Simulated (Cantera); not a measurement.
What does this Cantera script print?

```python
import numpy as np
import cantera as ct

gas_names = """
    O2 SiO AL2O H2 H2O CO
""".split()
cond_names = """
    Ti(a) Ti(b) Ti(L) Ti3O5(a) Ti3O5(b) Ti3O5(L) V(cr) V(L) V2O5(s) V2O5(L) Si(cr) Si(L) Li(cr) Li(L)
    Li2O(s) Li2O(L) AL(cr) AL(L) C(gr)
""".split()


# ... load() reads the species with a 1 bar reference pressure and builds the phases ...
species = {s.name: s for s in load("nasa_gas.yaml", gas_names) + load("nasa_condensed.yaml", cond_names)}
# Each term lists the table entries of one substance; the one whose range holds T is used.
reactions = {
    '1.2 Ti + O2(g) = 0.4 Ti3O5':
        [(-1.2, ['Ti(a)', 'Ti(b)', 'Ti(L)']), (-1, ['O2']), (0.4, ['Ti3O5(a)', 'Ti3O5(b)', 'Ti3O5(L)'])],
    '0.8 V + O2(g) = 0.4 V2O5':
        [(-0.8, ['V(cr)', 'V(L)']), (-1, ['O2']), (0.4, ['V2O5(s)', 'V2O5(L)'])],
    '2 Si + O2(g) = 2 SiO(g)':
        [(-2, ['Si(cr)', 'Si(L)']), (-1, ['O2']), (2, ['SiO'])],
    '4 Li + O2(g) = 2 Li2O':
        [(-4, ['Li(cr)', 'Li(L)']), (-1, ['O2']), (2, ['Li2O(s)', 'Li2O(L)'])],
    '4 Al + O2(g) = 2 Al2O(g)':
        [(-4, ['AL(cr)', 'AL(L)']), (-1, ['O2']), (2, ['AL2O'])],
    '2 H2(g) + O2(g) = 2 H2O(g)':
        [(-2, ['H2']), (-1, ['O2']), (2, ['H2O'])],
    '2 C + O2(g) = 2 CO(g)':
        [(-2, ['C(gr)']), (-1, ['O2']), (2, ['CO'])],
}


def pick(names, T):
    return next(species[n] for n in names if species[n].thermo.min_temp <= T <= species[n].thermo.max_temp)


results = []
for label, terms in reactions.items():
    print(label)
    print("     T/K   dH/kJ  dS/(J/K)   dG/kJ   log10 K")
    for T in [798, 898, 998, 1098, 1198, 1298, 1398, 1498, 1598, 1698, 1798]:
        used = [(nu, pick(names, T)) for nu, names in terms]
        dH = sum(nu * s.thermo.h(T) for nu, s in used) / 1e6
        dS = sum(nu * s.thermo.s(T) for nu, s in used) / 1e3
        dG = dH - T * dS / 1e3
        logK = -dG * 1e6 / (ct.gas_constant * T * np.log(10))
        results.append((label, T, dH, dS, dG, logK, [s.name for _, s in used]))
        print(f"{T:8g} {dH:8.1f} {dS:8.1f} {dG:8.1f} {logK:8.2f}")
```

Result:

```
1.2 Ti + O2(g) = 0.4 Ti3O5
     T/K   dH/kJ  dS/(J/K)   dG/kJ   log10 K
     798   -973.7   -169.5   -838.4    54.88
     898   -972.7   -168.3   -821.6    47.79
     998   -971.8   -167.3   -804.8    42.12
    1098   -971.0   -166.6   -788.1    37.49
    1198   -974.8   -169.9   -771.3    33.63
    1298   -973.0   -168.5   -754.4    30.36
    1398   -971.2   -167.1   -737.6    27.56
    1498   -969.4   -165.9   -720.9    25.14
    1598   -967.7   -164.8   -704.4    23.02
    1698   -965.9   -163.7   -688.0    21.16
    1798   -964.2   -162.7   -671.7    19.51
0.8 V + O2(g) = 0.4 V2O5
     T/K   dH/kJ  dS/(J/K)   dG/kJ   log10 K
     798   -614.5   -165.6   -482.4    31.57
     898   -613.1   -163.9   -465.9    27.10
     998   -585.6   -134.8   -451.1    23.61
    1098   -584.0   -133.2   -437.7    20.82
    1198   -582.4   -131.8   -424.4    18.51
    1298   -580.9   -130.6   -411.3    16.55
    1398   -579.5   -129.6   -398.3    14.88
    1498   -578.3   -128.8   -385.4    13.44
    1598   -577.1   -128.0   -372.5    12.18
    1698   -576.1   -127.4   -359.8    11.07
    1798   -575.2   -126.9   -347.1    10.08
2 Si + O2(g) = 2 SiO(g)
     T/K   dH/kJ  dS/(J/K)   dG/kJ   log10 K
     798   -207.6    167.5   -341.3    22.34
     898   -209.2    165.6   -357.9    20.82
     998   -210.8    163.9   -374.4    19.59
    1098   -212.5    162.3   -390.7    18.59
    1198   -214.2    160.8   -406.9    17.74
    1298   -216.1    159.3   -422.9    17.02
    1398   -217.9    157.9   -438.7    16.39
    1498   -219.9    156.6   -454.4    15.85
    1598   -221.9    155.3   -470.0    15.36
    1698   -324.4     94.6   -485.0    14.92
    1798   -326.1     93.6   -494.4    14.36
4 Li + O2(g) = 2 Li2O
     T/K   dH/kJ  dS/(J/K)   dG/kJ   log10 K
     798  -1212.2   -280.0   -988.7    64.72
     898  -1210.8   -278.4   -960.8    55.89
     998  -1208.8   -276.3   -933.1    48.84
    1098  -1205.7   -274.1   -904.7    43.04
    1198  -1202.7   -271.5   -877.4    38.26
    1298  -1199.4   -268.8   -850.4    34.22
    1398  -1195.8   -266.2   -823.7    30.77
    1498  -1192.0   -263.5   -797.2    27.80
    1598  -1188.0   -261.0   -771.0    25.20
    1698  -1184.0   -258.6   -745.0    22.92
    1798  -1180.0   -256.3   -719.2    20.89
4 Al + O2(g) = 2 Al2O(g)
     T/K   dH/kJ  dS/(J/K)   dG/kJ   log10 K
     798   -304.0    160.5   -432.1    28.28
     898   -308.3    155.5   -447.9    26.05
     998   -355.4    105.1   -460.3    24.09
    1098   -359.4    101.2   -470.6    22.39
    1198   -363.5     97.7   -480.5    20.95
    1298   -367.5     94.5   -490.1    19.72
    1398   -371.5     91.5   -499.4    18.66
    1498   -375.6     88.7   -508.4    17.73
    1598   -379.6     86.1   -517.2    16.90
    1698   -383.6     83.6   -525.6    16.17
    1798   -387.7     81.3   -533.9    15.51
2 H2(g) + O2(g) = 2 H2O(g)
     T/K   dH/kJ  dS/(J/K)   dG/kJ   log10 K
     798   -492.8   -107.4   -407.2    26.65
     898   -494.3   -109.1   -396.3    23.05
     998   -495.7   -110.6   -385.4    20.17
    1098   -496.9   -111.7   -374.2    17.80
    1198   -497.9   -112.6   -363.0    15.83
    1298   -498.9   -113.4   -351.7    14.15
    1398   -499.7   -114.0   -340.4    12.72
    1498   -500.4   -114.5   -328.9    11.47
    1598   -501.0   -114.9   -317.5    10.38
    1698   -501.5   -115.2   -306.0     9.41
    1798   -502.0   -115.4   -294.4     8.55
2 C + O2(g) = 2 CO(g)
     T/K   dH/kJ  dS/(J/K)   dG/kJ   log10 K
     798   -221.8    179.0   -364.7    23.87
     898   -222.8    177.8   -382.5    22.25
     998   -223.9    176.6   -400.2    20.95
    1098   -225.2    175.5   -417.8    19.88
    1198   -226.4    174.4   -435.3    18.98
    1298   -227.7    173.3   -452.7    18.22
    1398   -229.0    172.4   -470.0    17.56
    1498   -230.4    171.4   -487.2    16.99
    1598   -231.8    170.5   -504.3    16.48
    1698   -233.3    169.6   -521.3    16.04
    1798   -234.8    168.8   -538.2    15.63
```

Standard-state values (1 bar) from the NASA 1993 polynomials, evaluated with Cantera. Condensed species are held in their standard states even where they would react or evaporate.
